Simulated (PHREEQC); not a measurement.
Make-up at 20 °C: 0.014 mol/kgw FeCl3, 6.9e-05 mol/kgw MgCl2, 0.0016 mol/kgw NaHCO3 and 0.00017 mol/kgw Na2SO4. Closed to the air; pH follows from the charge balance.

The numbers come from PHREEQC with the ion-association model, phreeqc.dat.

pH: 2.35
ionic strength: 0.0714 mol/kgw
total alkalinity: -26.4 meq/kg

| species | molality | activity | log γ |
|---|---|---|---|
| Cl- | 0.0397 | 0.0315 | -0.101 |
| H+ | 0.00528 | 0.00444 | -0.076 |
| Fe+3 | 0.00509 | 0.00106 | -0.680 |
| FeOH+2 | 0.00272 | 0.00115 | -0.376 |
| FeCl+2 | 0.00204 | 0.000860 | -0.376 |
| Na+ | 0.00194 | 0.00156 | -0.094 |
| CO2 | 0.00160 | 0.00163 | 0.007 |
| Fe2(OH)2+4 | 0.00149 | 4.36e-5 | -1.533 |
| Fe3(OH)4+5 | 0.000255 | 1.02e-6 | -2.395 |

No solid was allowed to form. The solution is supersaturated, for example in Hematite (slow to form), Goethite (slow to form), so a real one may precipitate; this is no full list.
